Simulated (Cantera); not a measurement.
Feed: 1 mol Cu, 1.4 mol NH₃, 8.8 mol N₂, at 1575 K.

Cantera equilibrium calculation (NASA polynomials, part measured and part estimated; ideal gas, pure solids and liquids). Candidate condensed phases: Cu; 11 gas species. Rates play no part.

x: gas mole fraction; n: condensed amount in mol.

| P (Pa) | x N₂ | x H₂ | x Cu | x H | x NH₃ | x Cu₂ | n Cu(l) |
|---|---|---|---|---|---|---|---|
| 10 | 0.753 | 0.166 | 0.0793 | 0.00169 | 2.92e-10 | ? | 0 |
| 41 | 0.764 | 0.168 | 0.0667 | 0.000842 | 1.24e-9 | ? | 0.170 |
| 160 | 0.805 | 0.178 | 0.0171 | 0.000438 | 5.37e-9 | ? | 0.798 |
| 670 | 0.816 | 0.180 | 0.00408 | 0.000216 | 2.31e-8 | ? | 0.952 |
| 2700 | 0.818 | 0.181 | 0.00101 | 0.000108 | 9.37e-8 | ? | 0.988 |
| 11000 | 0.819 | 0.181 | 0.000249 | 5.33e-5 | 3.83e-7 | ? | 0.997 |
| 45000 | 0.819 | 0.181 | 6.07e-5 | 2.64e-5 | 1.57e-6 | ? | 0.999 |
| 180000 | 0.819 | 0.181 | 1.52e-5 | 1.32e-5 | 6.26e-6 | ? | 1.000 |
| 740000 | 0.819 | 0.181 | 3.69e-6 | 6.50e-6 | 2.58e-5 | ? | 1.000 |
| 3000000 | 0.819 | 0.181 | 9.11e-7 | 3.23e-6 | 0.000104 | ? | 1.000 |

Q: What belongs in the gaps?

A: 
- 10, x Cu₂: 1.43e-5
- 41, x Cu₂: 4.14e-5
- 160, x Cu₂: 1.06e-5
- 670, x Cu₂: 2.53e-6
- 2700, x Cu₂: 6.28e-7
- 11000, x Cu₂: 1.54e-7
- 45000, x Cu₂: 3.77e-8
- 180000, x Cu₂: 9.42e-9
- 740000, x Cu₂: 2.29e-9
- 3000000, x Cu₂: 5.65e-10
